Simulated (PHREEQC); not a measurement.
# Copper plating or etch bath: an equilibrium model

A solution holds 39 mmol/kgw Cu(BF4)2 and 0.37 mmol/kgw H3BO3, at 25 °C. Closed to the air; pH follows from the charge balance.

Model: ion-association model, wateq4f.dat, run in PHREEQC.

This is a speciation only: nothing precipitates in the calculation.

Problem. What pH, ionic strength does the model give?

Solution. pH 2.69; ionic strength 0.118 mol/kgw.

Problem. In which forms is F present?

Solution. BF4- 92 %, BF3OH- 3.9 %, HF 2.0 %, F- 0.9 %, BF2(OH)2- 0.5 % of the F.

Real BF4- forms and hydrolyses slowly; the run takes it at equilibrium.
